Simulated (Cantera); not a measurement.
Gas mixture: N2O = 0.52 (molar parts), at 2.17 atm, frozen composition.

Cantera's kinetic-theory transport with the Lennard-Jones parameters of GRI-Mech 3.0, ideal gas; thermal conductivity in the multicomponent form. The composition is frozen, though it would react at the higher temperatures.

D: mixture-averaged diffusion coefficient of that species in the mixture.

```csv
T (K),ρ (kg/m³),cp (J/kg/K),μ (µPa s),λ (mW/m/K),Pr,D (cm²/s) CH3,D (cm²/s) NH3,D (cm²/s) C2H2
400,2.91,970.3,19.5,25.3,0.746,0.135,0.130,___
550,2.12,1073,25.5,36.7,0.745,0.239,0.240,___
700,1.66,1150,30.8,47.7,0.743,0.364,0.375,___
850,1.37,1210,35.6,58.1,0.741,0.509,0.534,___
1000,1.16,1255,40.0,67.9,0.740,0.672,0.714,___
1150,1.01,1285,44.1,76.8,0.738,0.851,0.913,___
```

Fill in the missing entries.


- 400, D (cm²/s) C2H2: 0.0968
- 550, D (cm²/s) C2H2: 0.173
- 700, D (cm²/s) C2H2: 0.266
- 850, D (cm²/s) C2H2: 0.374
- 1000, D (cm²/s) C2H2: 0.495
- 1150, D (cm²/s) C2H2: 0.629
